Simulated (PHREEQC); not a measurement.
1 kg of water holding 0.27 mol/kgw KCl and 0.49 mol/kgw SrCl2 is evaporated at 15 °C; the solids stay in contact with the brine. The system is closed to CO2. Only these solids could form: Sylvite.

The series has 10 steps of water left (kg), from 1 to 0.1711.

All values are PHREEQC results (Pitzer model, pitzer.dat), not measurements.

Question: Which solids form, in which order, and at which step of the series does each first stand?

Answer: Sylvite from water left = 0.1711 kg.

Complexes and solids missing from the database can't appear.
